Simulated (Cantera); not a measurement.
A closed system holds: 1 mol B2O3, 0.58 mol H2O, 2.1 mol N2, at 923.15 K and 0.470 bar.

Cantera equilibrium calculation (NASA polynomials, part measured and part estimated; ideal gas, pure solids and liquids). Candidate condensed phases: B, BN, B2O3, B3O3H3, H2O; 39 gas species. Gases not in the tables: H3BO3. Equilibrium is a limit: real reactors are often held back by kinetics, nucleation or transport.

Base state: N2 0.785, H2O 0.212, (HBO2)3 0.00283 (mole fractions); condensed: B2O3(l).

Task: What changes in the equilibrium state with this change: temperature from 923.15 K to 1523.15 K?

Result: 
```tsv
species	before	after
N2	0.785	0.776
H2O	0.212	0.204
HBO2	3.06e-6	0.0195
B2O3	<1e-9	7.36e-5
OH	<1e-9	1.97e-5
B2O3(l), mol	0.989	0.972
```

Task: What changes in the equilibrium state with this change: temperature from 923.15 K to 2423 K?

Result: 
```tsv
species	before	after
N2	0.785	0.563
HBO2	3.06e-6	0.199
B2O3	<1e-9	0.161
H2O	0.212	0.0450
BO2	<1e-9	0.0128
OH	<1e-9	0.00241
H	<1e-9	0.00236
BO	<1e-9	0.00199
B2O3(l), mol	0.989	0
```
